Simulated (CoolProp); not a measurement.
Model: reference Helmholtz-energy equation of state, Span 2003, in CoolProp. It is a short technical equation, of lower accuracy than the large ones.

Question: For n-heptane, give the phase and the density (kg/m³), cv (kJ/(kg K)), viscosity (µPa s), conductivity (mW/(m K)) at 303.15 °C and 925 kPa.

Answer: 
- 303.15 °C and 925 kPa: gas; density 21.5, cv 2.74, viscosity 11.8, conductivity 45.7

Viscosity comes from a separate model (Michailidou 2014). Thermal conductivity comes from a separate model (Assael 2013).
